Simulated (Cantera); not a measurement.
An adiabatic, constant-pressure homogeneous reactor starts with CH4 : O2 : N2 = 1 : 1.82 : 6.84 (molar parts), equivalence ratio 1.1, at 1625 K and 1000000 Pa. Integrator tolerance rtol = 1e-08.

Detailed kinetics in Cantera: GRI-Mech 3.0 (53 species, 325 reactions).

| quantity | before | after |
|---|---|---|
| time of steepest temperature rise | 64.2 µs | 20.3 µs |
| temperature at 6.00 s | 2968 K | 3032 K |
| equilibrium temperature | 2968 K | 3032 K |
| x(CH4) at 6.00 s | <1e-12 (gas-phase equilibrium <1e-12) | <1e-12 (gas-phase equilibrium <1e-12) |
| x(O2) at 6.00 s | 0.00918 (gas-phase equilibrium 0.00918) | 0.0107 (gas-phase equilibrium 0.0107) |
| x(H2O2) at 6.00 s | 8.20e-7 (gas-phase equilibrium 8.20e-7) | 9.41e-7 (gas-phase equilibrium 9.41e-7) |
| x(C2H2) at 6.00 s | <1e-12 (gas-phase equilibrium <1e-12) | <1e-12 (gas-phase equilibrium <1e-12) |
| x(C2H6) at 6.00 s | <1e-12 (gas-phase equilibrium <1e-12) | <1e-12 (gas-phase equilibrium <1e-12) |
| x(N2O) at 6.00 s | 1.46e-6 (gas-phase equilibrium 1.46e-6) | 1.71e-6 (gas-phase equilibrium 1.71e-6) |

### Question
Which change was made?
(A) initial temperature 1625 to 1773 K
(B) initial temperature 1625 to 1673 K
(C) constant volume in place of constant pressure
(D) initial temperature 1625 to 1425 K

### Answer
A, initial temperature 1625 to 1773 K
